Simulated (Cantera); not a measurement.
An adiabatic, constant-volume homogeneous reactor starts with CH3OH : O2 : N2 = 1 : 0.882 : 3.32 (molar parts), equivalence ratio 1.7, at 1798 K and 1.00 bar. Integrator tolerance rtol = 1e-08.

Cantera simulation using GRI-Mech 3.0 (53 species, 325 reactions); the numbers are that mechanism's predictions, not measurements. GRI-Mech 3.0 was tuned for natural gas; its chemistry of methanol as a main component is partial and can be far from experiment.

What does this change do: constant pressure in place of constant volume?


| quantity | before | after |
|---|---|---|
| time of steepest temperature rise | 17.3 µs | 20.9 µs |
| temperature at 4.00 s | 2968 K | 2790 K |
| equilibrium temperature | 2968 K | 2790 K |
| x(CH3OH) at 4.00 s | <1e-12 (gas-phase equilibrium <1e-12) | <1e-12 (gas-phase equilibrium <1e-12) |
| x(O2) at 4.00 s | 0.00403 (gas-phase equilibrium 0.00403) | 0.00264 (gas-phase equilibrium 0.00264) |
| x(C2H6) at 4.00 s | <1e-12 (gas-phase equilibrium <1e-12) | <1e-12 (gas-phase equilibrium <1e-12) |
| x(NO) at 4.00 s | 0.00510 (gas-phase equilibrium 0.00510) | 0.00329 (gas-phase equilibrium 0.00329) |
| x(CO2) at 4.00 s | 0.0360 (gas-phase equilibrium 0.0360) | 0.0401 (gas-phase equilibrium 0.0401) |
